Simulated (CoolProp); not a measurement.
Diethyl ether at several states: fugacity coefficient from the reference equation and from simpler models built on Tc = 467.9 K, pc = 3717 kPa, ω = 0.282; each cubic takes its own stable root.

Model: reference Helmholtz-energy equation of state, Thol 2014, in CoolProp.

| T (K) | p (kPa) | phase | reference | Redlich-Kwong | Soave-Redlich-Kwong | Peng-Robinson |
|---|---|---|---|---|---|---|
| 437.6 | 11200 | liquid | 0.2115 | 0.2424 | 0.2267 | 0.2109 |
| 292.6 | 1020 | liquid | 0.05702 | 0.1142 | 0.05690 | 0.05737 |
| 455.4 | 13.5 | gas | 0.9987 | 0.9987 | 0.9986 | 0.9985 |
| 423.1 | 593 | gas | 0.9234 | 0.9283 | 0.9250 | 0.9188 |
